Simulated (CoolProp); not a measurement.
Computed with CoolProp (reference Helmholtz-energy equation of state, Gao 2016).

Q: Give the vapour pressure (bar), liquid density (kg/m³), vapour Z of saturated sulfur dioxide at 82.15, 107.75 °C.

A: 
```
T (°C)  p (bar)  liquid density (kg/m³)  vapour Z
------  -------  ----------------------  --------
82.15      18.9                    1180     0.803
107.75     32.5                    1080     0.712
```
